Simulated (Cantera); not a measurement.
Mixture: 12.8 % CH4, 18.3 % O2, 68.8 % N2, equivalence ratio 1.4, at 1.01 bar, adiabatic and at constant pressure. Ignition delay is the time to a rise of 400 K.

Cantera simulation using GRI-Mech 3.0 (53 species, 325 reactions); the numbers are that mechanism's predictions, not measurements.

Predict: delay at 1173 K; delay at 1248 K; delay at 1323 K; delay at 1398 K; delay at 1473 K; delay at 1548 K; delay at 1623 K; apparent activation energy between 1473 and 1623 K.


```
Quantity                                                 Value
--------------------------------------------------  ----------
delay at 1173 K                                        80.6 ms
delay at 1248 K                                        27.8 ms
delay at 1323 K                                        10.4 ms
delay at 1398 K                                        4.14 ms
delay at 1473 K                                        1.78 ms
delay at 1548 K                                       0.825 ms
delay at 1623 K                                       0.418 ms
apparent activation energy between 1473 and 1623 K  190 kJ/mol
```
